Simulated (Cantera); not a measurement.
Input: 1 mol BN, 5.8 mol H₂O, held at 0.0490 bar.

These are equilibrium values from Cantera (NASA tables, ideal gas, pure condensed phases), not measurements of a reactor. Candidate condensed phases: B, BN, B₂O₃, B₃O₃H₃, H₂O; 39 gas species. Kinetics and transport are ignored.

Question: At 1850 K, list the 4 most abundant gas species with their mole fractions, and the condensed phases.

Answer: H₂O 0.561, H₂ 0.220, HBO₂ 0.141, N₂ 0.0735. Condensed: gas only.
